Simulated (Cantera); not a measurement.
A perfectly stirred reactor is fed with H2 : O2 : N2 = 1 : 0.862 : 3.24 (molar parts), at 7500 Torr; it is adiabatic with a 550 K inlet, and is followed from long to short residence time, starting on the burning branch (τ in s: 0.033, 0.016, 0.0081, 0.004, 0.002, 0.00098, 0.00048, 0.00024, 0.00012, 5.9e-05, 2.9e-05, 1.4e-05, 7.1e-06).

Detailed kinetics in Cantera: GRI-Mech 3.0 (53 species, 325 reactions). The hydrogen kinetics of GRI-Mech 3.0 are dated; newer H2 mechanisms differ, most at raised pressure.

Q: Predict: blow-out, bracketed by the residence times tried; x(H2) at τ = 33.0 ms; x(O2) at τ = 33.0 ms; x(H2O2) at τ = 33.0 ms; x(HO2) at τ = 33.0 ms; x(OH) at τ = 33.0 ms; x(H2) at τ = 0.480 ms; x(O2) at τ = 0.480 ms; x(H2O2) at τ = 0.480 ms; x(HO2) at τ = 0.480 ms; x(OH) at τ = 0.480 ms.

A: 
- blow-out, bracketed by the residence times tried = burning at 7.10 µs, the shortest tried
- x(H2) at τ = 33.0 ms = 9.98e-5
- x(O2) at τ = 33.0 ms = 0.0782
- x(H2O2) at τ = 33.0 ms = 3.88e-7
- x(HO2) at τ = 33.0 ms = 3.96e-6
- x(OH) at τ = 33.0 ms = 0.00147
- x(H2) at τ = 0.480 ms = 0.000844
- x(O2) at τ = 0.480 ms = 0.0780
- x(H2O2) at τ = 0.480 ms = 9.44e-7
- x(HO2) at τ = 0.480 ms = 1.54e-5
- x(OH) at τ = 0.480 ms = 0.00301
